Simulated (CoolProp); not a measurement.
Model: reference Helmholtz-energy equation of state, Gao 2022, in CoolProp.

Question: Give the vapour pressure (bar), liquid density (kg/m³), liquid cp (kJ/(kg K)), vapour Z of saturated n-perfluoropentane at 14.15 °C.

Answer: 
```json
[
 {"T (°C)": "14.15", "p (bar)": "0.561", "liquid density (kg/m³)": "1640", "liquid cp (kJ/(kg K))": "1.03", "vapour Z": "0.964"}
]
```
